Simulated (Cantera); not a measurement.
A closed system holds: 1 mol SiCl4, 0.071 mol C2H4, 64 mol H2, at 2600 Pa.

Equilibrium computed with Cantera from the NASA thermochemical tables; the gas is ideal and each condensed phase is pure. Candidate condensed phases: C, C6H6, C7H8, C8H18, Si, SiC; 109 gas species. Mutual solubility and eutectic melting of coexisting phases are not modelled. The tables' values for SiCl3 are old estimates; treat these amounts as uncertain. The numbers say what is thermodynamically allowed, not how fast it happens. All values below are at 1373 K.

Base state: H2 0.947, HCl 0.0461, SiCl2 0.00646, SiCl3 0.000301, SiHCl3 8.44e-5, SiCl4 6.50e-5, H 2.01e-5, SiH2Cl2 1.62e-5 (mole fractions); condensed: Si(s) + SiC(s).

Task: What changes in the equilibrium state with this change: 0.47 mol Cl2 added?

Result: 
```
species        before     after
-----------  --------  --------
H2              0.947     0.936
HCl            0.0461    0.0539
SiCl2         0.00646   0.00893
SiCl4         6.50e-5  0.000124
SiCl3        0.000301  0.000490
SiHCl3        8.44e-5  0.000136
Si(s), mol      0.400     0.212
SiC(s), mol     0.142     0.142
```
